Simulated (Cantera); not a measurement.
## Counterflow diffusion flame

A counterflow diffusion flame at 0.980 bar, nozzles 20 mm apart: fuel side CO : H2 : CH4 = 1 : 0.64 : 0.037 (molar parts) at 575 K, oxidiser side O2 : N2 = 0.28 : 0.72 (molar parts) at 575 K, fuel mass flux 0.74 times the oxidiser's; mixture-averaged transport, no radiation.

Computed with Cantera and GRI-Mech 3.0 (53 species, 325 reactions). GRI-Mech 3.0 has no aromatics or soot, which form on the fuel side of real flames. The maximum strain rate includes the flame's own expansion and is several times the mean.

| oxidiser flux (kg/m²/s) | max strain (1/s) | mean strain (1/s) | T max (K) | peak x OH | peak x H | peak x NO | peak x CO | peak x C2H2 |
|---|---|---|---|---|---|---|---|---|
| 0.59 | 400 | 109 | 2484 | 0.0206 | 0.0123 | 0.000705 | 0.627 | 0.000945 |
| 0.86 | 566 | 159 | 2434 | 0.0208 | 0.0137 | 0.000460 | 0.625 | 0.000957 |
| 1.2 | 770 | 222 | 2386 | 0.0209 | 0.0152 | 0.000309 | 0.625 | 0.000957 |
| 1.8 | 1120 | 333 | 2319 | 0.0207 | 0.0171 | 0.000187 | 0.625 | 0.000943 |
| 2.6 | 1590 | 481 | 2261 | 0.0205 | 0.0191 | 0.000126 | 0.624 | 0.000930 |
| 3.8 | 2270 | 703 | 2198 | 0.0200 | 0.0212 | 8.67e-5 | 0.624 | 0.000912 |
| 5.6 | 3280 | 1040 | 2133 | 0.0193 | 0.0233 | 6.22e-5 | 0.623 | 0.000889 |
| 8.1 | 4670 | 1500 | 2069 | 0.0184 | 0.0253 | 4.60e-5 | 0.624 | 0.000855 |
| 12 | 6810 | 2220 | 2002 | 0.0174 | 0.0275 | 3.38e-5 | 0.624 | 0.000792 |
x: mole fraction; the columns are a selection and need not sum to one.
